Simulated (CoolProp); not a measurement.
R410A at several states: Z from the reference equation and from simpler models built on Tc = 344.5 K, pc = 4.901 MPa, ω = 0.296; each cubic takes its own stable root.

Computed with CoolProp (reference Helmholtz-energy equation of state, Lemmon 2003). It is a pseudo-pure fit of the blend.

```tsv
T (K)	p (MPa)	phase	reference	van der Waals	Soave-Redlich-Kwong
369.6	13.4	supercritical	0.3910	?	?
307.9	0.238	gas	?	?	?
442.2	0.468	gas	0.9858	0.9847	0.9874
334.3	1.07	gas	?	?	?
```

Task: Complete the blanks.

Result: 
- 369.6, van der Waals: 0.5512
- 369.6, Soave-Redlich-Kwong: 0.4878
- 307.9, reference: 0.9723
- 307.9, van der Waals: 0.9808
- 307.9, Soave-Redlich-Kwong: 0.9756
- 334.3, reference: 0.9040
- 334.3, van der Waals: 0.9257
- 334.3, Soave-Redlich-Kwong: 0.9125
